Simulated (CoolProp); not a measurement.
Vapour-liquid equilibrium of propylene (1) + R114 (2) at 310.1 K; x and y are mole fractions of (1).

Computed with CoolProp (multi-fluid Helmholtz-energy mixture model, Lemmon 2013 and Platzer 1990; pair parameters Bell 2016). This equation is an older, rougher fit; its heat capacities, sound speeds and derivatives of the liquid may be far off and weren't checked against measurements.

| x | bubble pressure (bar) | y at the bubble point | dew pressure at overall composition x (bar) | liquid density (mol/L) |
|---|---|---|---|---|
| 0.05 | 3.846 | 0.216 | 3.243 | 8.411 |
| 0.15 | 5.338 | 0.470 | 3.582 | 8.657 |
| 0.25 | 6.771 | 0.612 | 3.997 | 8.912 |
| 0.35 | 8.109 | 0.703 | 4.517 | 9.178 |
| 0.45 | 9.342 | 0.767 | 5.184 | 9.458 |
| 0.55 | 10.49 | 0.816 | 6.070 | 9.756 |
| 0.65 | 11.57 | 0.858 | 7.284 | 10.08 |
| 0.75 | 12.63 | 0.897 | 8.996 | 10.43 |
| 0.85 | 13.70 | 0.936 | 11.35 | 10.82 |
| 0.95 | 14.80 | 0.977 | 14.08 | 11.27 |

No azeotrope shows between x = 0.05 and 0.95.

The pair parameters rest on a limited set of measurements; away from them the model extrapolates.
